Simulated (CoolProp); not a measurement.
Saturation properties of sulfur dioxide.

Model: reference Helmholtz-energy equation of state, Gao 2016, in CoolProp.

```tsv
T (K)	p (MPa)	liquid density (kg/m³)	vapour density (kg/m³)	enthalpy of vaporisation (kJ/kg)	liquid cp (kJ/(kg K))
254.6	0.06816	1484	2.107	397.0	1.359
265.5	0.1125	1455	3.365	387.5	___
276.5	0.1780	1426	5.171	377.4	1.369
287.5	0.2705	1396	7.662	367.0	1.379
298.4	0.3954	1366	10.97	___	1.393
309.4	0.5625	1334	15.36	344.5	1.411
320.3	0.7765	___	20.96	332.3	___
331.3	1.050	1267	28.16	319.0	1.466
342.2	1.386	1231	37.16	304.9	1.504
353.2	1.801	1192	48.56	___	1.556
364.2	2.302	1150	62.91	272.3	1.625
375.1	___	1105	___	___	1.721
386.1	3.598	1053	104.1	231.6	1.864
397	4.415	994.4	134.4	206.4	2.097
```

Problem. Complete the blanks.

Solution. 
- 265.5, liquid cp (kJ/(kg K)): 1.362
- 298.4, enthalpy of vaporisation (kJ/kg): 356.1
- 320.3, liquid density (kg/m³): 1302
- 320.3, liquid cp (kJ/(kg K)): 1.435
- 353.2, enthalpy of vaporisation (kJ/kg): 289.4
- 375.1, p (MPa): 2.894
- 375.1, vapour density (kg/m³): 80.88
- 375.1, enthalpy of vaporisation (kJ/kg): 253.3

It boils at 263.1 K under 1 atm.
